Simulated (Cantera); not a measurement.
What does this Cantera script print?

```python
import numpy as np
import cantera as ct

gas_names = """
    B BN BO BO2 B2 B2O B2O2 B2O3 N NO NO2 NO3 N2 N2O O O2 O3
""".split()
cond_names = """
    B(b) B(L) BN(s) B2O3(L)
""".split()


# ... load() reads the species with a 1 bar reference pressure and builds the phases ...
atoms = {
    'B': {'B': 1},
    'O2': {'O': 2},
    'N2': {'N': 2},
}
top_T = {'BN(s)': 3200}  # K; cautious upper limits of use, not melting points


# ... equilibrate(T, P, feed) seeds the gas with the atoms and calls Mixture.equilibrate('TP', solver="vcs", rtol=1e-11, max_steps=5000) ...
results = []
feed = {'B': 1, 'O2': 0.62, 'N2': 0.36}  # mol
for P in [10, 46, 220, 1000, 4600, 22000, 100000]:
    for T in [1550, 1600, 1650, 1700, 1750, 1800, 1850, 1900, 1950, 2000, 2050, 2100, 2150, 2200]:
        mix = equilibrate(T, P, feed)
        results.append((T, P, feed, dict(zip(mix.species_names, mix.species_moles))))

for T, P, feed, n in results:
    print(f"{T:7g} {P:10.4g}  " + (" + ".join(c for c in cond_names if n.get(c, 0) > 1e-12) or "gas only"))
```

It prints:

```
   1550         10  BN(s)
   1600         10  BN(s)
   1650         10  gas only
   1700         10  gas only
   1750         10  gas only
   1800         10  gas only
   1850         10  gas only
   1900         10  gas only
   1950         10  gas only
   2000         10  gas only
   2050         10  gas only
   2100         10  gas only
   2150         10  gas only
   2200         10  gas only
   1550         46  BN(s) + B2O3(L)
   1600         46  BN(s) + B2O3(L)
   1650         46  BN(s)
   1700         46  BN(s)
   1750         46  gas only
   1800         46  gas only
   1850         46  gas only
   1900         46  gas only
   1950         46  gas only
   2000         46  gas only
   2050         46  gas only
   2100         46  gas only
   2150         46  gas only
   2200         46  gas only
   1550        220  BN(s) + B2O3(L)
   1600        220  BN(s) + B2O3(L)
   1650        220  BN(s) + B2O3(L)
   1700        220  BN(s) + B2O3(L)
   1750        220  BN(s)
   1800        220  BN(s)
   1850        220  gas only
   1900        220  gas only
   1950        220  gas only
   2000        220  gas only
   2050        220  gas only
   2100        220  gas only
   2150        220  gas only
   2200        220  gas only
   1550       1000  BN(s) + B2O3(L)
   1600       1000  BN(s) + B2O3(L)
   1650       1000  BN(s) + B2O3(L)
   1700       1000  BN(s) + B2O3(L)
   1750       1000  BN(s) + B2O3(L)
   1800       1000  BN(s) + B2O3(L)
   1850       1000  BN(s)
   1900       1000  BN(s)
   1950       1000  gas only
   2000       1000  gas only
   2050       1000  gas only
   2100       1000  gas only
   2150       1000  gas only
   2200       1000  gas only
   1550       4600  BN(s) + B2O3(L)
   1600       4600  BN(s) + B2O3(L)
   1650       4600  BN(s) + B2O3(L)
   1700       4600  BN(s) + B2O3(L)
   1750       4600  BN(s) + B2O3(L)
   1800       4600  BN(s) + B2O3(L)
   1850       4600  BN(s) + B2O3(L)
   1900       4600  BN(s) + B2O3(L)
   1950       4600  BN(s)
   2000       4600  BN(s)
   2050       4600  gas only
   2100       4600  gas only
   2150       4600  gas only
   2200       4600  gas only
   1550    2.2e+04  BN(s) + B2O3(L)
   1600    2.2e+04  BN(s) + B2O3(L)
   1650    2.2e+04  BN(s) + B2O3(L)
   1700    2.2e+04  BN(s) + B2O3(L)
   1750    2.2e+04  BN(s) + B2O3(L)
   1800    2.2e+04  BN(s) + B2O3(L)
   1850    2.2e+04  BN(s) + B2O3(L)
   1900    2.2e+04  BN(s) + B2O3(L)
   1950    2.2e+04  BN(s) + B2O3(L)
   2000    2.2e+04  BN(s) + B2O3(L)
   2050    2.2e+04  BN(s) + B2O3(L)
   2100    2.2e+04  BN(s)
   2150    2.2e+04  BN(s)
   2200    2.2e+04  gas only
   1550      1e+05  BN(s) + B2O3(L)
   1600      1e+05  BN(s) + B2O3(L)
   1650      1e+05  BN(s) + B2O3(L)
   1700      1e+05  BN(s) + B2O3(L)
   1750      1e+05  BN(s) + B2O3(L)
   1800      1e+05  BN(s) + B2O3(L)
   1850      1e+05  BN(s) + B2O3(L)
   1900      1e+05  BN(s) + B2O3(L)
   1950      1e+05  BN(s) + B2O3(L)
   2000      1e+05  BN(s) + B2O3(L)
   2050      1e+05  BN(s) + B2O3(L)
   2100      1e+05  BN(s) + B2O3(L)
   2150      1e+05  BN(s) + B2O3(L)
   2200      1e+05  BN(s) + B2O3(L)
```

Equilibrium computed with Cantera from the NASA thermochemical tables; the gas is ideal and each condensed phase is pure. Mutual solubility and eutectic melting of coexisting phases are not modelled.
